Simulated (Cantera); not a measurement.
# Equilibrium for silicon epitaxy and polysilicon growth: Si2H6 + N2

Feed: 1 mol Si2H6, 130 mol N2, at 1725 K and 101000 Pa.

These are equilibrium values from Cantera (NASA tables, ideal gas, pure condensed phases), not measurements of a reactor. Candidate condensed phases: Si, Si3N4; 18 gas species. The feed counts by its element totals alone. The numbers say what is thermodynamically allowed, not how fast it happens.

```
Item                                 Result
--------------------------------  ---------
x(N2)                                 0.977
x(H2)                                0.0228
x(H)                                2.78e-5
n(Si3N4(s))                       0.667 mol
gas amount                        131.7 mol
log10 activity of Si(l) (absent)      -1.74
```
